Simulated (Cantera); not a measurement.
A perfectly stirred reactor is fed with CO : O₂ : H₂O : N₂ = 0.014 : 0.021 : 0.0019 : 1 (molar parts), equivalence ratio 0.33, at 4.93 atm; it is held at 1398 K, and followed from long to short residence time.

Detailed kinetics in Cantera: GRI-Mech 3.0 (53 species, 325 reactions).

Q: What does this change do: temperature 1398 to 1248 K?

A: 
| quantity | before | after |
|---|---|---|
| x(CO) at τ = 0.470 s | 0.000161 | 0.000592 |
| x(O₂) at τ = 0.470 s | 0.0137 | 0.0139 |
| x(H₂O) at τ = 0.470 s | 0.00184 | 0.00184 |
| x(OH) at τ = 0.470 s | 1.28e-5 | 3.24e-6 |
| x(NO₂) at τ = 0.470 s | 2.11e-7 | 2.37e-7 |
| x(CO) at τ = 12.0 ms | 0.00199 | 0.00612 |
| x(O₂) at τ = 12.0 ms | 0.0145 | 0.0166 |
| x(H₂O) at τ = 12.0 ms | 0.00181 | 0.00182 |
| x(OH) at τ = 12.0 ms | 3.34e-5 | 6.60e-6 |
| x(NO₂) at τ = 12.0 ms | 5.66e-8 | 1.37e-8 |
